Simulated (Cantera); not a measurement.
An isothermal, constant-pressure homogeneous reactor starts with CO : O2 : H2O : N2 = 0.027 : 0.0039 : 0.0019 : 1 (molar parts), equivalence ratio 3.5, at 1350 K and 825 Torr.

Model: GRI-Mech 3.0 (53 species, 325 reactions), integrated in Cantera.

x: mole fraction; the columns are a selection and need not sum to one.

```csv
t (s),x CO,x O2,x H2O,x H,x CO2,x O,x NO2
2.00e-5,0.0261,0.00378,0.00184,5.95e-12,8.94e-10,8.74e-10,<1e-12
6.65e-5,0.0261,0.00378,0.00184,9.94e-11,3.11e-9,2.85e-9,<1e-12
0.000221,0.0261,0.00378,0.00184,1.25e-9,1.29e-8,9.74e-9,<1e-12
0.000737,0.0261,0.00378,0.00184,2.06e-8,1.30e-7,6.93e-8,<1e-12
0.00245,0.0261,0.00374,0.00183,8.39e-6,5.14e-5,2.37e-5,<1e-12
0.00816,0.0175,___,0.000623,0.00115,0.00870,3.59e-5,4.44e-11
0.0271,0.0177,___,0.000840,0.000172,0.00858,4.51e-7,3.77e-12
0.0903,0.0177,___,0.000883,4.09e-5,0.00854,2.49e-8,<1e-12
0.301,0.0177,8.19e-10,0.000893,1.01e-5,0.00853,1.54e-9,<1e-12
1.00,0.0177,5.18e-11,0.000896,2.39e-6,0.00853,9.27e-11,<1e-12
```

Some entries are withheld; supply them.


- 0.00816, x O2: 2.03e-5
- 0.0271, x O2: 2.25e-7
- 0.0903, x O2: 1.27e-8
